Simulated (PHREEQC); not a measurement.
Solution (25 °C): 0.0032 mol HF, 0.00037 mol NH4F and 0.32 mol HCl per kg of water. Closed to the air; pH follows from the charge balance.

Equilibrium calculation in PHREEQC: ion-association model, phreeqc.dat.

No solid was allowed to form.

Problem. What pH, activity of water, density does the model give?

Solution. pH 0.60; activity of water 0.989; density 1.003 g/cm³.
